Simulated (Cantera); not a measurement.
An adiabatic, constant-pressure homogeneous reactor starts with CH₄ : O₂ : N₂ = 1 : 3.08 : 26.8 (molar parts), at 1600 K and 101000 Pa. Integrator tolerance rtol = 1e-08.

Detailed kinetics in Cantera: GRI-Mech 3.0 (53 species, 325 reactions).

```csv
quantity,before,after
time of steepest temperature rise,0.772 ms,0.751 ms
temperature at 6.00 s,2247 K,2391 K
equilibrium temperature,2247 K,2391 K
x(CH₄) at 6.00 s,<1e-12 (gas-phase equilibrium <1e-12),<1e-12 (gas-phase equilibrium <1e-12)
x(O₂) at 6.00 s,0.0320 (gas-phase equilibrium 0.0320),0.0313 (gas-phase equilibrium 0.0313)
x(CH₃) at 6.00 s,<1e-12 (gas-phase equilibrium <1e-12),<1e-12 (gas-phase equilibrium <1e-12)
x(CH₂O) at 6.00 s,<1e-12 (gas-phase equilibrium <1e-12),1.62e-12 (gas-phase equilibrium 1.62e-12)
x(CO₂) at 6.00 s,0.0309 (gas-phase equilibrium 0.0309),0.0295 (gas-phase equilibrium 0.0295)
```

Question: What was changed between the two runs?
A. constant volume in place of constant pressure
B. N2 26.8 to 9 parts
C. initial temperature 1600 to 1025 K
D. O2 3.08 to 1.3 parts

Answer: A, constant volume in place of constant pressure
